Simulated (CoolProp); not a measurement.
Vapour-liquid equilibrium of R134a (1) + R123 (2) at 330.9 K; x and y are mole fractions of (1).

Values from CoolProp's multi-fluid Helmholtz-energy mixture model, Tillner-Roth 1994 and Younglove 1994; pair parameters Bell 2016.

```csv
x,bubble pressure (bar),y at the bubble point,dew pressure at overall composition x (bar),liquid density (mol/L)
0.05,3.431,0.239,2.809,9.077
0.15,4.911,0.499,3.108,9.232
0.25,6.337,0.639,3.477,9.385
0.35,7.696,0.727,3.942,9.536
0.45,8.987,0.788,4.544,9.684
0.55,10.22,0.836,5.353,9.829
0.65,11.43,0.875,6.485,9.969
0.75,12.64,0.911,8.148,10.11
0.85,13.89,0.945,10.65,10.24
0.95,15.23,0.981,14.07,10.37
```

No azeotrope shows between x = 0.05 and 0.95.

The pair parameters rest on a limited set of measurements; away from them the model extrapolates. The gap from Raoult's law changes sign with composition, which may be real or a fault of the pair parameters; it wasn't checked against measurements.
